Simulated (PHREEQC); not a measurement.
Consider water at 25 °C with 2.2 mmol/kgw NH4HF2, 130 mmol/kgw (NH4)2SiF6, 0.12 mmol/kgw HBF4 and 0.14 mmol/kgw HCl. Closed to the air; pH follows from the charge balance.

All values are PHREEQC results (ion-association model, wateq4f.dat), not measurements.

Question: The ionic strength comes out as 0.393 mol/kgw. What activity coefficients do BF4-, Cl-, NH4+, BF2(OH)2-, SiF6-2 get?

Answer: BF4- 0.62, Cl- 0.66, NH4+ 0.73, BF2(OH)2- 0.62, SiF6-2 0.23.

No solid was allowed to form. The solution is supersaturated, for example in Quartz (slow to form), so a real one may precipitate; this is no full list. SiF6-2 is the database's only silicon fluoride. Real BF4- forms and hydrolyses slowly; the run takes it at equilibrium.
